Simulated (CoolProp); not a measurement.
R125 at several states: fugacity coefficient from the reference equation and from simpler models built on Tc = 66.0 °C, pc = 3.618 MPa, ω = 0.305; each cubic takes its own stable root.

Computed with CoolProp (reference Helmholtz-energy equation of state, Lemmon 2005).

| T (°C) | p (MPa) | phase | reference | van der Waals | Peng-Robinson |
|---|---|---|---|---|---|
| 117.05 | 3.1 | gas | 0.8297 | 0.8232 | 0.8123 |
| 34.35 | 1.45 | gas | 0.8080 | 0.8499 | 0.8003 |
| -89.25 | 0.0283 | liquid | 0.2718 | 0.9906 | 0.2841 |
| 2.75 | 13.9 | liquid | 0.07510 | 0.1828 | 0.07394 |

At some of these states van der Waals gives the other phase, because its saturation line lies elsewhere.
